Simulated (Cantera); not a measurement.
A closed system holds: 1 mol SiH2Cl2, 69 mol H2, at 7.50 Torr.

These are equilibrium values from Cantera (NASA tables, ideal gas, pure condensed phases), not measurements of a reactor. Candidate condensed phases: Si; 19 gas species. Gases not in the tables: Si2H6 and higher silanes. Equilibrium is a limit: real reactors are often held back by kinetics, nucleation or transport.

Q: Which condensed phases are stable at each of these points (T (K)): 1300, 1400, 1500, 1600, 1700, 1800, 1900, 2000, 2100, 2200?

A: 
| T (K) | condensed phases | Si condensed (%) |
|---|---|---|
| 1300 | Si(s) | 87.7 |
| 1400 | Si(s) | 86.9 |
| 1500 | Si(s) | 86.1 |
| 1600 | Si(s) | 85.2 |
| 1700 | Si(l) | 84.2 |
| 1800 | Si(l) | 83.4 |
| 1900 | Si(l) | 76.6 |
| 2000 | Si(l) | 52.1 |
| 2100 | gas only | 0.0 |
| 2200 | gas only | 0.0 |

From 1300 K to 1600 K the condensed part is Si(s). From 1700 K to 2000 K the condensed part is Si(l). From 2100 K to 2200 K nothing is condensed.
